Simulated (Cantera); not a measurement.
## Premixed flame

A freely propagating, adiabatic, planar premixed flame of 51.2 % H₂, 10.2 % O₂, 38.5 % N₂, equivalence ratio 2.5, unburnt at 675 K and 150 Torr; unity-Lewis-number transport, grid criteria slope 0.08 and curve 0.16, no radiation.

Model: the H2/O2 subset of GRI-Mech 3.0, which has no nitrogen chemistry, integrated in Cantera. Unity Lewis numbers drop preferential diffusion, which matters most where H2 and H carry the flame. Burning velocities carry a grid error of a few per cent, more on coarse grids.

```json
[
 {"z (mm)": "-10.5", "T (K)": "675", "u (m/s)": "5.47", "x H₂": "0.512", "x O₂": "0.102", "x H₂O₂": "<1e-8", "x H₂O": "<1e-8", "x HO₂": "<1e-8", "x H": "<1e-8"},
 {"z (mm)": "-7.03", "T (K)": "675", "u (m/s)": "5.47", "x H₂": "0.512", "x O₂": "0.102", "x H₂O₂": "<1e-8", "x H₂O": "1.15e-8", "x HO₂": "<1e-8", "x H": "<1e-8"},
 {"z (mm)": "-5.27", "T (K)": "675", "u (m/s)": "5.47", "x H₂": "0.512", "x O₂": "0.102", "x H₂O₂": "<1e-8", "x H₂O": "1.36e-7", "x HO₂": "1.75e-8", "x H": "<1e-8"},
 {"z (mm)": "-3.52", "T (K)": "675", "u (m/s)": "5.47", "x H₂": "0.512", "x O₂": "0.102", "x H₂O₂": "<1e-8", "x H₂O": "5.41e-6", "x HO₂": "6.40e-7", "x H": "5.97e-8"},
 {"z (mm)": "-1.76", "T (K)": "687", "u (m/s)": "5.56", "x H₂": "0.511", "x O₂": "0.102", "x H₂O₂": "2.13e-7", "x H₂O": "0.00161", "x HO₂": "3.59e-5", "x H": "0.000202"},
 {"z (mm)": "-0.879", "T (K)": "807", "u (m/s)": "6.49", "x H₂": "0.489", "x O₂": "0.0913", "x H₂O₂": "1.91e-7", "x H₂O": "0.0235", "x HO₂": "2.97e-5", "x H": "0.00770"},
 {"z (mm)": "0", "T (K)": "1146", "u (m/s)": "9.05", "x H₂": "0.354", "x O₂": "0.0372", "x H₂O₂": "1.39e-7", "x H₂O": "0.132", "x HO₂": "9.57e-6", "x H": "0.0769"},
 {"z (mm)": "0.879", "T (K)": "1363", "u (m/s)": "10.6", "x H₂": "0.267", "x O₂": "0.00351", "x H₂O₂": "8.78e-8", "x H₂O": "0.203", "x HO₂": "8.11e-7", "x H": "0.123"},
 {"z (mm)": "1.76", "T (K)": "1459", "u (m/s)": "11.3", "x H₂": "0.267", "x O₂": "0.000513", "x H₂O₂": "8.09e-8", "x H₂O": "0.210", "x HO₂": "1.10e-7", "x H": "0.116"},
 {"z (mm)": "3.52", "T (K)": "1568", "u (m/s)": "12.0", "x H₂": "0.277", "x O₂": "0.000289", "x H₂O₂": "7.35e-8", "x H₂O": "0.212", "x HO₂": "5.74e-8", "x H": "0.0999"},
 {"z (mm)": "7.03", "T (K)": "1687", "u (m/s)": "12.8", "x H₂": "0.289", "x O₂": "0.000229", "x H₂O₂": "5.34e-8", "x H₂O": "0.214", "x HO₂": "4.31e-8", "x H": "0.0818"},
 {"z (mm)": "14.1", "T (K)": "1807", "u (m/s)": "13.6", "x H₂": "0.301", "x O₂": "0.000159", "x H₂O₂": "3.18e-8", "x H₂O": "0.217", "x HO₂": "3.03e-8", "x H": "0.0635"},
 {"z (mm)": "28.1", "T (K)": "1917", "u (m/s)": "14.3", "x H₂": "0.312", "x O₂": "9.55e-5", "x H₂O₂": "1.68e-8", "x H₂O": "0.219", "x HO₂": "1.99e-8", "x H": "0.0467"}
]
```
x: mole fraction of selected species; z is measured from the peak of heat release.

```json
{
  "laminar_burning_velocity": "547 cm/s",
  "thermal_thickness": "3.52 mm",
  "peak x(H₂O₂)": "2.80e-7",
  "peak x(HO₂)": "3.91e-5",
  "peak x(H)": "0.123",
  "grid_points": "128"
}
```
